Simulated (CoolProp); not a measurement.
C3F8 (R218) at 336.52 K and 4.75 MPa is throttled through a valve to 1.59 MPa with no heat exchange. Each further row changes one setting.

Values from CoolProp's reference Helmholtz-energy equation of state, Lemmon 2006. It is a short technical equation, of lower accuracy than the large ones.

```tsv
case	temperature change (K)	final phase	final density (kg/m³)
as stated	-14.1	two-phase, vapour fraction 0.258	478
outlet pressure 0.477 MPa	-59.0	two-phase, vapour fraction 0.775	58.6
outlet pressure 2.07 MPa	-3.7	liquid	1050
```
